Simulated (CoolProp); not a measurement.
A closed Brayton cycle with carbon dioxide: compressor inlet 325.15 K and 7.9 MPa, high pressure 26 MPa, turbine inlet 990 K, compressor efficiency 0.85, turbine efficiency 0.93, recuperator effectiveness 0 (on enthalpy, no pinch check). Each further row changes one setting.

Model: reference Helmholtz-energy equation of state, Span 1996, in CoolProp.

```tsv
case	thermal efficiency (%)	net work (kJ/kg)	compressor to turbine work	compressor exit (K)	turbine exit (K)
as stated	17.5	128	0.34	428.4	826.4
turbine inlet 940 K	17.5	___	0.36	428.4	782.0
compressor inlet 335.15 K	17.1	121	___	444.8	826.4
high pressure 22.1 MPa	15.3	114	0.32	413.7	847.8
recuperator effectiveness 0.5	___	128	0.34	428.4	826.4
```

Fill in the missing entries.


- turbine inlet 940 K, net work (kJ/kg): 118
- compressor inlet 335.15 K, compressor to turbine work: 0.38
- recuperator effectiveness 0.5, thermal efficiency (%): 25.4
